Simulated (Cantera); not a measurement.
Cantera run, input and output.

```python
import numpy as np
import cantera as ct

gas = ct.Solution("gri30.yaml")
gas.TPX = 1025, 2700, {'H2': 0.41, 'O2': 1, 'N2': 0.97}
reactor = ct.IdealGasConstPressureReactor(gas, energy="off", clone=False)
net = ct.ReactorNet([reactor])
net.rtol, net.atol = 1e-08, 1e-18
show = ['H2', 'O2', 'H', 'HO2', 'NO', 'NO2', 'N2O']
times = np.geomspace(0.0001, 60, 13)

steps = ct.SolutionArray(gas, extra=["t"])
rows = []
print(f"{'t/s':>10s}{'T/K':>9s}{'P/Pa':>11s}" + "".join(f"{s:>11s}" for s in show))
for t in times:
    while net.time < t:
        t_next = net.step()
        steps.append(gas.state, t=t_next)
    rows.append([np.interp(t, steps.t, y) for y in (steps.T, steps.P, *steps(*show).X.T)])
    print(f"{t:10.3e}{rows[-1][0]:9.1f}{rows[-1][1]:11.4g}" + "".join(f"{x:11.3e}" for x in rows[-1][2:]))
rate = np.gradient(steps.T, steps.t)
print("integrator steps:", len(steps.t))
if steps.T.max() > steps.T[0] + 200:
    print(f"time of steepest temperature rise: {steps.t[rate.argmax()]:.4e} s")
gas.TPX = 1025, 2700, {'H2': 0.41, 'O2': 1, 'N2': 0.97}
gas.equilibrate("TP")
print(f"equilibrium (TP): T = {gas.T:.1f} K  " + "  ".join(f"{s} {gas[s].X[0]:.3e}" for s in show))
```

Result:

```
       t/s      T/K       P/Pa         H2         O2          H        HO2         NO        NO2        N2O
 1.000e-04   1025.0       2700  1.723e-01  4.202e-01  3.081e-10  2.799e-10  4.745e-24  2.461e-32  3.404e-19
 3.030e-04   1025.0       2700  1.723e-01  4.202e-01  2.429e-09  8.869e-10  1.674e-22  7.068e-30  5.491e-18
 9.184e-04   1025.0       2700  1.723e-01  4.202e-01  4.122e-07  1.266e-08  7.474e-19  3.638e-25  1.108e-15
 2.783e-03   1025.0       2700  3.860e-02  3.606e-01  6.332e-02  1.172e-05  1.090e-07  1.403e-12  5.069e-10
 8.434e-03   1025.0       2700  2.942e-03  3.617e-01  6.080e-03  1.389e-05  1.035e-06  8.608e-11  3.990e-09
 2.556e-02   1025.0       2700  2.139e-04  3.652e-01  7.583e-05  5.924e-06  1.062e-06  1.753e-09  5.708e-09
 7.746e-02   1025.0       2700  1.789e-05  3.655e-01  1.908e-06  1.102e-06  1.057e-06  7.611e-09  6.164e-09
 2.347e-01   1025.0       2700  1.983e-06  3.655e-01  1.068e-07  1.974e-07  1.054e-06  1.104e-08  6.322e-09
 7.114e-01   1025.0       2700  3.261e-07  3.655e-01  1.024e-08  4.468e-08  1.055e-06  9.851e-09  6.405e-09
 2.156e+00   1025.0       2700  7.460e-08  3.655e-01  1.344e-09  1.212e-08  1.058e-06  6.823e-09  6.461e-09
 6.533e+00   1025.0       2700  2.026e-08  3.655e-01  2.079e-10  3.713e-09  1.060e-06  4.245e-09  6.499e-09
 1.980e+01   1025.0       2700  6.012e-09  3.655e-01  3.522e-11  1.374e-09  1.062e-06  2.873e-09  6.511e-09
 6.000e+01   1025.0       2700  1.895e-09  3.655e-01  6.392e-12  8.249e-10  1.062e-06  2.999e-09  6.458e-09
integrator steps: 1850
equilibrium (TP): T = 1025.0 K  H2 3.455e-10  O2 3.655e-01  H 4.960e-13  HO2 1.160e-09  NO 4.083e-05  NO2 4.004e-07  N2O 4.046e-10
```

Detailed kinetics in Cantera: GRI-Mech 3.0 (53 species, 325 reactions). Radical loss at walls, strong at low pressure, is not modelled. The temperature is held fixed by assumption; the heat of reaction is taken as removed at once.
